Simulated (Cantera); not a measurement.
Feed: 1 mol AlCl3, 0.9 mol N2O, 230 mol H2, at 1850 °C and 53.0 Pa.

Method: chemical equilibrium by Gibbs-energy minimisation in Cantera with the NASA 1993 tables (ideal gas, pure condensed phases). Candidate condensed phases: Al, AlCl3, AlN, Al2O3, H2O, NH4Cl; 45 gas species. The tables' values for AlOH are old estimates; treat these amounts as uncertain. The numbers say what is thermodynamically allowed, not how fast it happens.

Base state: H2 0.837, H 0.143, HCl 0.00820, N2 0.00358, H2O 0.00337, AlCl 0.00271, Al 0.00109, Cl 0.00102 (mole fractions); condensed: gas only.

**Question.** What changes in the equilibrium state with this change: H2 from 230 to 4.4 mol?

**Answer.** 
```
species         before    after
-------------  -------  -------
H2               0.837    0.383
HCl            0.00820    0.284
N2             0.00358    0.119
Cl             0.00102   0.0524
AlCl           0.00271   0.0550
H                0.143   0.0965
AlCl3          1.27e-9  6.72e-5
AlCl2          1.49e-6  0.00155
AlOCl          1.47e-5  0.00135
Al2O3(s), mol        0    0.278
```
The tables' values for AlCl2, AlOH are old estimates; treat these amounts as uncertain.
